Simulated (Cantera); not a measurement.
Cantera run:

```python
import numpy as np
import cantera as ct

gas_names = [...]  # 151 gases of nasa_gas.yaml made of C, H, N, O, Si
cond_names = """
    C(gr) C6H6(L) C7H8(L) C8H18(L),n-octa H2O(s) H2O(L) Si(cr) Si(L) SiC(b) SiO2(Lqz) SiO2(hqz) SiO2(L)
    Si2N2O(s) Si3N4(a)
""".split()


# ... load() reads the species with a 1 bar reference pressure and builds the phases ...
atoms = {
    'SiC': {'Si': 1, 'C': 1},
    'O2': {'O': 2},
    'H2': {'H': 2},
    'N2': {'N': 2},
}
top_T = {'C(gr)': 4500, 'SiC(b)': 3050, 'Si2N2O(s)': 2100, 'Si3N4(a)': 2400}  # K; cautious upper limits of use, not melting points


# ... equilibrate(T, P, feed) seeds the gas with the atoms and calls Mixture.equilibrate('TP', solver="vcs", rtol=1e-11, max_steps=5000) ...
results = []
feed = {'SiC': 1, 'O2': 0.0017, 'H2': 4.4, 'N2': 0.0006}  # mol
P = 0.56  # Pa
for T in [1048, 1148, 1248, 1348, 1448, 1548, 1648, 1748, 1848, 1948]:
    mix = equilibrate(T, P, feed)
    results.append((T, P, feed, dict(zip(mix.species_names, mix.species_moles))))
    x = sorted(zip(gas.X, gas.species_names), reverse=True)
    print(f"T = {T:g} K  P = {P:g} Pa  gas = {mix.phase_moles(0):.4g} mol")
    print("   x: " + "  ".join(f"{s} {v:.3e}" for v, s in x if v > 1e-06))
    print("   condensed (mol): " + ("  ".join(f"{mix.phase(i).name} {mix.phase_moles(i):.4g}"
          for i in range(1, mix.n_phases) if mix.phase_moles(i) > 1e-12) or "none"))
```

It prints:

```
T = 1048 K  P = 0.56 Pa  gas = 4.402 mol
   x: H2 9.995e-01  CO 4.266e-04  SiO 9.915e-05  H 3.264e-06
   condensed (mol): SiC(b) 0.9981  SiO2(hqz) 0.0002431  Si2N2O(s) 0.0005992
T = 1148 K  P = 0.56 Pa  gas = 4.404 mol
   x: H2 9.991e-01  CO 4.079e-04  SiO 3.204e-04  N2 9.247e-05  H 3.026e-05
   condensed (mol): SiC(b) 0.9982  Si2N2O(s) 0.0001928
T = 1248 K  P = 0.56 Pa  gas = 4.404 mol
   x: H2 9.989e-01  CO 3.860e-04  SiO 3.859e-04  H 1.972e-04  N2 1.362e-04
   condensed (mol): SiC(b) 0.9983
T = 1348 K  P = 0.56 Pa  gas = 4.406 mol
   x: H2 9.981e-01  H 9.768e-04  CO 3.878e-04  SiO 3.838e-04  N2 1.361e-04  Si 4.052e-06
   condensed (mol): SiC(b) 0.9983
T = 1448 K  P = 0.56 Pa  gas = 4.413 mol
   x: H2 9.951e-01  H 3.886e-03  CO 4.210e-04  SiO 3.495e-04  N2 1.358e-04  Si 7.103e-05
   condensed (mol): SiC(b) 0.9981
T = 1548 K  P = 0.56 Pa  gas = 4.435 mol
   x: H2 9.857e-01  H 1.292e-02  CO 6.257e-04  Si 4.824e-04  SiO 1.410e-04  N2 1.344e-04  SiH 3.001e-06  HCN 1.736e-06  Si2C 1.059e-06
   condensed (mol): SiC(b) 0.9972
T = 1648 K  P = 0.56 Pa  gas = 4.49 mol
   x: H2 9.614e-01  H 3.690e-02  Si 8.058e-04  CO 7.519e-04  N2 1.229e-04  C2H2,acetylene 2.132e-05  HCN 2.090e-05  SiO 5.217e-06  Si2C 3.518e-06  SiH 3.439e-06  SiC2 2.201e-06
   condensed (mol): SiC(b) 0.9963
T = 1748 K  P = 0.56 Pa  gas = 4.64 mol
   x: H2 9.023e-01  H 9.171e-02  Si 4.899e-03  CO 7.293e-04  N2 1.054e-04  C2H2,acetylene 1.019e-04  SiC2 5.224e-05  HCN 4.612e-05  Si2C 3.912e-05  SiH 1.466e-05  SiO 3.472e-06  HNC 1.552e-06
   condensed (mol): C(gr) 0.01821  SiC(b) 0.9766
T = 1848 K  P = 0.56 Pa  gas = 5.078 mol
   x: H2 7.680e-01  H 1.964e-01  Si 3.341e-02  CO 6.653e-04  SiC2 6.397e-04  Si2C 4.548e-04  C2H2,acetylene 1.978e-04  N2 8.535e-05  SiH 6.908e-05  HCN 6.243e-05  Si2 6.934e-06  SiO 4.228e-06  HNC 2.631e-06
   condensed (mol): C(gr) 0.1635  SiC(b) 0.822
T = 1948 K  P = 0.56 Pa  gas = 6.491 mol
   x: H2 5.074e-01  H 3.401e-01  Si 1.442e-01  SiC2 4.653e-03  Si2C 2.437e-03  CO 5.205e-04  C2H2,acetylene 2.734e-04  SiH 1.869e-04  HCN 6.460e-05  N2 5.761e-05  Si2 4.571e-05  HNC 3.332e-06  SiO 3.309e-06  C2H 2.862e-06  SiC 1.752e-06  C 1.720e-06  SiH2 1.382e-06  C3 1.327e-06
   condensed (mol): C(gr) 0.9163
```

Method: chemical equilibrium by Gibbs-energy minimisation in Cantera with the NASA 1993 tables (ideal gas, pure condensed phases). N2 is the only nitrogen source here; it is nearly inert below about 1500 K, so the nitride shown seldom forms there in practice. Mutual solubility and eutectic melting of coexisting phases are not modelled.
